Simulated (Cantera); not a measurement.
Feed: 1 mol Si₃N₄, 0.67 mol H₂O, 25 mol H₂, at 0.420 bar.

These are equilibrium values from Cantera (NASA tables, ideal gas, pure condensed phases), not measurements of a reactor. Candidate condensed phases: H₂O, Si, SiO₂, Si₂N₂O, Si₃N₄; 35 gas species. Mutual solubility and eutectic melting of coexisting phases are not modelled. Gases not in the tables: Si₂H₆ and higher silanes. The numbers say what is thermodynamically allowed, not how fast it happens. All values below are at 1677 °C.

Base state: H₂ 0.910, N₂ 0.0676, SiO 0.0204, H 0.00169, SiH₂ 7.22e-5, Si 5.67e-5, SiH 2.68e-5 (mole fractions); condensed: Si(l) + Si₂N₂O(s).

Q: What changes in the equilibrium state with this change: Si₃N₄ replaced by AlN?

A: 
| species | before | after |
|---|---|---|
| H₂ | 0.910 | 0.989 |
| N₂ | 0.0676 | 0.00893 |
| H | 0.00169 | 0.00176 |
| SiO | 0.0204 | 0 |
| Al | 0 | 0.000301 |
| Al₂O | 0 | 0.000224 |
| SiH₂ | 7.22e-5 | 0 |
| AlH | 0 | 6.08e-5 |
| Si | 5.67e-5 | 0 |
| SiH | 2.68e-5 | 0 |
| Si(l), mol | 2.23 | 0 |
| Si₂N₂O(s), mol | 0.0965 | 0 |
| AlN(s), mol | 0 | 0.536 |
| Al₂O₃(s), mol | 0 | 0.221 |
Condensed phases not in the tables: aluminium oxynitride. Further candidate phases: Al, AlN, Al₂O₃.
